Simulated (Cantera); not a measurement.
Feed: 1 mol Fe2O3, 4.2 mol H2S, 4 mol N2, 4.4 mol SO3, at 1223 K and 100000 Pa.

These are equilibrium values from Cantera (NASA tables, ideal gas, pure condensed phases), not measurements of a reactor. Candidate condensed phases: Fe, FeO, Fe(OH)2, Fe(OH)3, FeS, FeSO4, FeS2, Fe2O3, Fe2(SO4)3, Fe3O4, H2O, H2SO4, S; 38 gas species. Mutual solubility and eutectic melting of coexisting phases are not modelled. FeS: taken at fixed stoichiometry. Gases not in the tables: S3 to S7. Equilibrium is a limit: real reactors are often held back by kinetics, nucleation or transport.

Base state: SO2 0.404, H2O 0.279, N2 0.275, S2 0.0284, H2S 0.00756, H2 0.00239, S2O 0.00236, SO 0.000247 (mole fractions); condensed: FeS(s) + Fe3O4(s).

Q: What changes in the equilibrium state with this change: temperature from 1223 K to 848.15 K?

A: 
```tsv
species	before	after
SO2	0.404	0.406
H2O	0.279	0.299
N2	0.275	0.288
S2	0.0284	0.00290
SH	3.46e-5	7.82e-8
SO	0.000247	7.10e-7
H2	0.00239	7.83e-5
FeS(s), mol	1.72	0
Fe3O4(s), mol	0.0920	0.197
FeS2(s), mol	0	1.41
```
